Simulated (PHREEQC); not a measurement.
A column of 0.2 m (40 cells, dispersivity 0.016 m, 720 s a shift, diffusion coefficient 3e-10 m²/s) holds 0.006 eq of the database's cation exchanger X per kg of pore water, first in equilibrium with 0.042 mol/kgw CdCl2, 0.01 mol/kgw KCl and 1e-05 mol/kgw HCl. It is flushed with 1.1 mmol/kgw ZnCl2 and 0.01 mmol/kgw HCl, at 25 °C. Values are for the last cell. CO2 from the air is kept out. No solid was allowed to form.

The series has 33 steps of pore volumes, from 0 to 8.012.

All values are PHREEQC results (ion-association model, phreeqc.dat), not measurements.

### Question
After how many pore volumes does Zn at the outlet first reach half of its feed value?

### Answer
By 4.0 pore volumes.
